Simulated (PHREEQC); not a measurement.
Consider water at 25 °C with 0.0054 mol/kgw KOH, 6.1e-05 mol/kgw LiOH and 0.018 mol/kgw KHCO3. Closed to the air; pH follows from the charge balance.

Computed with PHREEQC (ion-association model, wateq4f.dat).

```yaml
pH: 9.76
ionic_strength: 0.0289 mol/kgw
total_alkalinity: 23.5 meq/kg
```

```csv
species,molality,activity,log γ
K+,0.0234,0.0198,-0.072
HCO3-,0.0126,0.0108,-0.067
CO3-2,0.00540,0.00292,-0.266
OH-,6.82e-5,5.77e-5,-0.072
Li+,6.10e-5,5.25e-5,-0.065
CO2,4.19e-6,4.22e-6,0.003
```

Precipitation was switched off in this run. Complexes and solids missing from the database can't appear.
